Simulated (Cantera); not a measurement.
Standard-state values (1 bar) from the NASA 1993 polynomials, evaluated with Cantera. Values are per mole of reaction as written; species without (g) are pure solids or liquids, kept so even where they would boil at 1 bar.

BN + 3 H(g) + 3 Cl(g) ⇌ NH₃(g) + BCl₃(g), with ΔH° = -1216.0 kJ and ΔS° = -371.9 J/K at 300 K.

How far is the shortcut ΔG° ≈ ΔH°(300 K) − T·ΔS°(300 K) from the full temperature-dependent value at 2350, 2450, 2550, 2650, 2750, 2850 K?


| T (K) | shortcut (kJ) | full (kJ) | difference (kJ) | difference in log10 K |
|---|---|---|---|---|
| 2350 | -342.1 | -224.2 | -117.9 | 2.62 |
| 2450 | -304.9 | -179.1 | -125.8 | 2.68 |
| 2550 | -267.7 | -134.0 | -133.7 | 2.74 |
| 2650 | -230.5 | -88.8 | -141.7 | 2.79 |
| 2750 | -193.3 | -43.5 | -149.8 | 2.85 |
| 2850 | -156.1 | 1.8 | -157.9 | 2.89 |
The shortcut ignores the heat-capacity change of the reaction.
